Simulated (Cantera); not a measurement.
Input (Python, Cantera) and output of one run.

```python
import numpy as np
import cantera as ct

gas_names = """
    CL CL2 H HCL H2 N NH NH2 NH3 N2 N2H2 N2H4 Si SiCL SiCL2 SiCL3 SiCL4 SiH SiHCL3 SiH2 SiH2CL2 SiH3
    SiH3CL SiH4 SiN Si2 Si2N Si3
""".split()
cond_names = """
    NH4CL(a) NH4CL(b) Si(cr) Si(L) Si3N4(a)
""".split()


def load(file, names, dense=False):
    # The tables refer to 1 bar. Condensed volumes are neglected.
    table = {s.name: s for s in ct.Species.list_from_file(file)}
    out = []
    for n in names:
        d = dict(table[n].input_data)
        d["thermo"] = dict(d["thermo"], **{"reference-pressure": 1e5})
        if dense:
            d["equation-of-state"] = {"model": "constant-volume", "density": "1e6 g/cm^3"}
        out.append(ct.Species.from_dict(d))
    return out


gas = ct.Solution(thermo="ideal-gas", species=load("nasa_gas.yaml", gas_names))
cond = {s.name: ct.Solution(thermo="fixed-stoichiometry", species=[s], name=s.name)
        for s in load("nasa_condensed.yaml", cond_names, dense=True)}
atoms = {
    'SiCl4': {'Si': 1, 'CL': 4},
    'N2': {'N': 2},
    'H2': {'H': 2},
}
top_T = {'Si3N4(a)': 2400}  # K; cautious upper limits of use, not melting points


def equilibrate(T, P, feed):
    n = {}
    for name, mol in feed.items():
        for a, k in atoms[name].items():
            n[a] = n.get(a, 0.0) + k * mol
    gas.TPX = T, P, n
    mass = sum(n.values()) * gas.mean_molecular_weight
    gas.equilibrate("TP")
    valid = [c for c in cond.values() if c.min_temp <= T <= top_T.get(c.name, c.max_temp)]
    mix = ct.Mixture([(gas, mass / gas.mean_molecular_weight)] + [(c, 0.0) for c in valid])
    mix.T, mix.P = T, P
    mix.equilibrate("TP", solver="vcs", rtol=1e-11, max_steps=5000)
    return mix


results = []
feed = {'SiCl4': 1, 'N2': 1.3, 'H2': 0.85}  # mol
T = 923  # K
P = 10000  # Pa
mix = equilibrate(T, P, feed)
results.append((T, P, feed, dict(zip(mix.species_names, mix.species_moles))))
print(gas.report(threshold=1e-06))
for i in range(1, mix.n_phases):
    print(f"{mix.phase(i).name:16s} {mix.phase_moles(i):12.5e} mol")
```

Output:

```
       temperature   923 K
          pressure   10000 Pa
           density   0.079392 kg/m^3
  mean mol. weight   60.928 kg/kmol
   phase of matter   gas

                          1 kg             1 kmol
                     ---------------   ---------------
          enthalpy       -2.5297e+06       -1.5413e+08  J
   internal energy       -2.6557e+06        -1.618e+08  J
           entropy            4898.5        2.9846e+05  J/K
    Gibbs function       -7.0511e+06       -4.2961e+08  J
 heat capacity c_p            803.07             48929  J/K
 heat capacity c_v            666.61             40615  J/K

                      mass frac. Y      mole frac. X     chem. pot. / RT
                     ---------------   ---------------   ---------------
               HCL           0.17801           0.29748           -39.622
                H2         0.0037804           0.11425           -21.782
               NH3         6.477e-07        2.3171e-06           -46.674
                N2           0.16228           0.35295           -28.003
             SiCL3        3.9464e-05        1.7886e-05           -106.52
             SiCL4           0.65517           0.23497           -135.25
            SiHCL3        0.00071504        0.00032166           -117.41
     [  +21 minor]        1.6094e-07        9.8866e-08

Si(cr)            0.00000e+00 mol
Si3N4(a)          7.99811e-02 mol
```

Cantera equilibrium calculation (NASA polynomials, part measured and part estimated; ideal gas, pure solids and liquids). N2 is the only nitrogen source here; it is nearly inert below about 1500 K, so the nitride shown seldom forms there in practice. The tables' values for SiCl3 are old estimates; treat these amounts as uncertain.
